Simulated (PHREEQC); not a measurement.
## Cooling-tower water (model solution)

Synthetic water in mg/kgw, 25 °C, pH 6.58, pe 11.7:

| constituent | mg/kgw |
|---|---|
| Na | 4.68 |
| K | 24 |
| Ca | 140 |
| Mg | 48.8 |
| Cl | 242 |
| S(6) as SO4 | 71.1 |
| Alkalinity as HCO3 | 206 |
| Sr | 1.13 |
| N(5) as NO3 | 22.6 |

Valence states are taken as typed.

Model: ion-association model, phreeqc.dat, run in PHREEQC.

This is a speciation only: nothing precipitates in the calculation.

Predict the specific conductance.

specific conductance 1250 µS/cm.

In which forms is Mg present?

Mg+2 93 %, MgSO4 4.3 %, MgHCO3+ 2.2 % of the Mg.
